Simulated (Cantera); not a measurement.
Input (Python, Cantera) and output of one run.

```python
import numpy as np
import cantera as ct

gas_names = [...]  # 123 gases of nasa_gas.yaml made of C, H, O, Si
cond_names = """
    C(gr) C6H6(L) C7H8(L) C8H18(L),n-octa H2O(s) H2O(L) Si(cr) Si(L) SiC(b) SiO2(Lqz) SiO2(hqz) SiO2(L)
""".split()


# ... load() reads the species with a 1 bar reference pressure and builds the phases ...
atoms = {
    'SiC': {'Si': 1, 'C': 1},
    'H2O': {'H': 2, 'O': 1},
    'H2': {'H': 2},
}
top_T = {'C(gr)': 4500, 'SiC(b)': 3050}  # K; cautious upper limits of use, not melting points


# ... equilibrate(T, P, feed) seeds the gas with the atoms and calls Mixture.equilibrate('TP', solver="vcs", rtol=1e-11, max_steps=5000) ...
results = []
T = 1498.15  # K
P = 133.322  # Pa
for m in [0.19, 0.24, 0.31, 0.4, 0.51, 0.65, 0.83, 1.1, 1.4, 1.7, 2.2]:
    feed = {'SiC': 1, 'H2O': m, 'H2': 4.5}  # mol
    mix = equilibrate(T, P, feed)
    results.append((T, P, feed, dict(zip(mix.species_names, mix.species_moles))))

top = {s: max(r[3][s] / sum(r[3][g] for g in gas_names) for r in results) for s in gas_names}
cols = sorted((s for s in top if top[s] > 1e-05), key=lambda s: -top[s])[:9]
seen = [c for c in cond_names if any(r[3].get(c, 0) > 1e-12 for r in results)]
print("log10 of partial pressures in bar; condensed amounts in mol")
print(f"{'n(H2O)':>10s}" + "".join(f"{s[:9]:>10s}" for s in cols + seen))
for T, P, feed, n in results:
    ng = sum(n[g] for g in gas_names)
    print(f"{feed['H2O']:10.4g}" + "".join(f"{np.log10(max(n[s] / ng * P / 1e5, 1e-99)):10.3f}" for s in cols)
          + "".join(f"{n.get(c, 0):10.4g}" for c in seen))
```

It prints:

```
log10 of partial pressures in bar; condensed amounts in mol
    n(H2O)        H2        CO       SiO         H       H2O    SiC(b) SiO2(hqz)
      0.19    -2.893    -4.586    -4.586    -6.210    -8.882     0.905         0
      0.24    -2.897    -4.493    -4.493    -6.212    -8.794      0.88         0
      0.31    -2.902    -4.394    -4.394    -6.215    -8.700     0.845         0
       0.4    -2.909    -4.298    -4.298    -6.219    -8.612       0.8         0
      0.51    -2.917    -4.211    -4.211    -6.223    -8.532     0.745         0
      0.65    -2.927    -4.127    -4.127    -6.228    -8.457     0.675         0
      0.83    -2.938    -4.047    -4.047    -6.233    -8.389     0.585         0
       1.1    -2.953    -3.961    -3.961    -6.241    -8.318      0.45         0
       1.4    -2.968    -3.893    -3.893    -6.248    -8.265       0.3         0
       1.7    -2.981    -3.843    -3.843    -6.254    -8.228      0.15         0
       2.2    -2.979    -3.805    -3.901    -6.253    -7.866         0    0.1999
```

These are equilibrium values from Cantera (NASA tables, ideal gas, pure condensed phases), not measurements of a reactor. The tables hold silica as quartz up to 1696 K and as liquid above; real silica turns to tridymite and cristobalite and melts near 1996 K.
